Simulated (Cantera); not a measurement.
A freely propagating, adiabatic, planar premixed flame of H2 : O2 : N2 : H2O = 1 : 0.312 : 1.17 : 0.74 (molar parts), equivalence ratio 1.6, unburnt at 650 K and 400000 Pa; mixture-averaged transport, grid criteria slope 0.08 and curve 0.16, no radiation.

Model: the H2/O2 subset of GRI-Mech 3.0, which has no nitrogen chemistry, integrated in Cantera. The hydrogen kinetics of GRI-Mech 3.0 are dated; newer H2 mechanisms differ, most at raised pressure. Burning velocities carry a grid error of a few per cent, more on coarse grids.

Question: What does this change do: inlet temperature 650 to 675 K?

Answer: 
```tsv
quantity	before	after
laminar burning velocity	490 cm/s	541 cm/s
thermal thickness	0.0726 mm	0.0730 mm
peak x(H)	0.0207	0.0218
peak x(OH)	0.00505	0.00535
peak x(H2O2)	0.000111	0.000103
```
